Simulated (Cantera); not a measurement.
Equilibrium for silicon oxide and oxynitride deposition: TEOS + O2 + H2 + NO

A closed system holds: 1 mol TEOS, 0.14 mol O2, 14 mol H2, 1.1 mol NO, equilibrated at 2023.15 K and 0.150 bar.

Method: chemical equilibrium by Gibbs-energy minimisation in Cantera with the NASA 1993 tables (ideal gas, pure condensed phases). Candidate condensed phases: C, C6H6, C7H8, C8H18, H2O, Si, SiC, SiO2, Si2N2O, Si3N4; 151 gas species. The feed counts by its element totals alone. Kinetics and transport are ignored.

- x(H2) = 0.796
- x(CO) = 0.178
- x(N2) = 0.0173
- x(H) = 0.00438
- x(HCN) = 0.00190
- x(SiO) = 0.00174
- x(C2H2 (acetylene)) = 0.000712
- x(HNC) = 0.000112
- x(CH4) = 3.80e-5
- n(C(graphite)) = 1.62 mol
- n(SiC(s)) = 0.947 mol
- gas amount = 30.00 mol
- log10 activity of Si(l) (absent) = -1.22
